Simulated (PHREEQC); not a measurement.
A made-up water analysis in mg/L, 25 °C, pH 7.96, pe 9.2:

| constituent | mg/L |
|---|---|
| Na | 13.3 |
| K | 0.335 |
| Ca | 11 |
| Mg | 3.42 |
| Cl | 3.79 |
| S(6) as SO4 | 33.5 |
| Alkalinity as HCO3 | 15.1 |
| Pb | 0.842 |
| Br | 1.39 |

Valence states are taken as typed.

Computed with PHREEQC (ion-association model, phreeqc.dat).

This is a speciation only: nothing precipitates in the calculation.

Task: Predict the specific conductance.

Result: specific conductance 140 µS/cm.

Task: In which forms is Ca present?

Result: Ca+2 96 %, CaSO4 3.8 % of the Ca.

Examples of supersaturated solids here: Pb(OH)2, Cerussite. Others may be too.
